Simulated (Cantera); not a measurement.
A perfectly stirred reactor is fed with CH4 : H2 = 0.036 : 1 (molar parts), at 100.0 Torr; it is held at 1650 K, and followed from long to short residence time.

Model: GRI-Mech 3.0 (53 species, 325 reactions), integrated in Cantera. GRI-Mech 3.0 stops at C3 and has no aromatics, soot or wall deposition, so with more carbon than oxygen in the feed, carbon stays in small species such as C2H2 where larger ones or solid carbon would form.

What does this change do: pressure from 100.0 Torr to 0.290 bar?


```
quantity                  before     after
----------------------  --------  --------
x(CH4) at τ = 9.60 s     0.00896   0.00963
x(H2) at τ = 9.60 s        0.978     0.978
x(CH2) at τ = 9.60 s     1.08e-8   5.49e-9
x(H) at τ = 9.60 s      0.000242  0.000166
x(C2H4) at τ = 9.60 s   0.000119  0.000245
x(CH4) at τ = 0.190 s     0.0293    0.0284
x(H2) at τ = 0.190 s       0.968     0.968
x(CH2) at τ = 0.190 s    3.00e-8   1.44e-8
x(H) at τ = 0.190 s     0.000224  0.000157
x(C2H4) at τ = 0.190 s   5.97e-5   9.04e-5
```

What does this change do: pressure from 100.0 Torr to 43.5 Torr?


| quantity | before | after |
|---|---|---|
| x(CH4) at τ = 9.60 s | 0.00896 | 0.00943 |
| x(H2) at τ = 9.60 s | 0.978 | 0.978 |
| x(CH2) at τ = 9.60 s | 1.08e-8 | 2.50e-8 |
| x(H) at τ = 9.60 s | 0.000242 | 0.000361 |
| x(C2H4) at τ = 9.60 s | 0.000119 | 5.47e-5 |
| x(CH4) at τ = 0.190 s | 0.0293 | 0.0304 |
| x(H2) at τ = 0.190 s | 0.968 | 0.967 |
| x(CH2) at τ = 0.190 s | 3.00e-8 | 6.16e-8 |
| x(H) at τ = 0.190 s | 0.000224 | 0.000318 |
| x(C2H4) at τ = 0.190 s | 5.97e-5 | 5.23e-5 |
